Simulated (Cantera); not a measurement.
Input: 1 mol SiO2, 0.29 mol Al2O3, 18 mol H2, at 2500 K and 0.0270 bar.

Equilibrium computed with Cantera from the NASA thermochemical tables; the gas is ideal and each condensed phase is pure. Candidate condensed phases: Al, Al2O3, Al2SiO5, Al6Si2O13, H2O, Si, SiO2; 28 gas species. The tables' values for AlOH, SiO2 are old estimates; treat these amounts as uncertain. Kinetics and transport are ignored.

What is the equilibrium state?


| Item | Result |
|---|---|
| x(H2) | 0.765 |
| x(H) | 0.134 |
| x(SiO) | 0.0490 |
| x(H2O) | 0.0486 |
| x(OH) | 0.00176 |
| x(Al) | 0.000696 |
| x(AlOH) | 0.000393 |
| x(O) | 0.000203 |
| x(AlO) | 0.000179 |
| n(Al2O3(l)) | 0.273 mol |
| gas amount | 20.41 mol |
| log10 activity of Al(l) (absent) | -4.07 |
| log10 activity of Si(l) (absent) | -5.28 |
